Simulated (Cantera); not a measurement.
A perfectly stirred reactor is fed with C2H6 : O2 : N2 : CH4 = 0.0032 : 0.019 : 1 : 0.031 (molar parts), at 1.78 atm; it is held at 1525 K, and followed from long to short residence time.

Computed with Cantera and GRI-Mech 3.0 (53 species, 325 reactions). The temperature is held fixed by assumption; the heat of reaction is taken as removed at once.

Question: Predict: x(C2H6) at τ = 7.20 s; x(O2) at τ = 7.20 s; x(HO2) at τ = 7.20 s; x(OH) at τ = 7.20 s; x(C2H6) at τ = 29.0 ms; x(O2) at τ = 29.0 ms; x(O) at τ = 29.0 ms; x(HO2) at τ = 29.0 ms; x(OH) at τ = 29.0 ms.

Answer: 
| Property | Value |
|---|---|
| x(C2H6) at τ = 7.20 s | 3.41e-6 |
| x(O2) at τ = 7.20 s | 5.57e-5 |
| x(HO2) at τ = 7.20 s | 5.21e-9 |
| x(OH) at τ = 7.20 s | 5.67e-8 |
| x(C2H6) at τ = 29.0 ms | 0.000201 |
| x(O2) at τ = 29.0 ms | 0.00327 |
| x(O) at τ = 29.0 ms | 1.18e-7 |
| x(HO2) at τ = 29.0 ms | 4.03e-7 |
| x(OH) at τ = 29.0 ms | 4.59e-7 |
